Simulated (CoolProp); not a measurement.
R1233zd(E) at 298.15 K and 0.0188 MPa is compressed adiabatically to 0.0499 MPa with isentropic efficiency 0.8. Each further row changes one setting.

Values from CoolProp's reference Helmholtz-energy equation of state, Akasaka 2022.

```tsv
case	work (kJ/kg)	final temperature (K)	final density (kg/m³)
as stated	…	…	…
efficiency 1	…	322.7	2.46
efficiency 0.65	…	…	2.37
```

Q: Fill in the missing entries.

A: 
- as stated, work (kJ/kg): 23.9
- as stated, final temperature (K): 328.5
- as stated, final density (kg/m³): 2.42
- efficiency 1, work (kJ/kg): 19.1
- efficiency 0.65, work (kJ/kg): 29.4
- efficiency 0.65, final temperature (K): 335.0
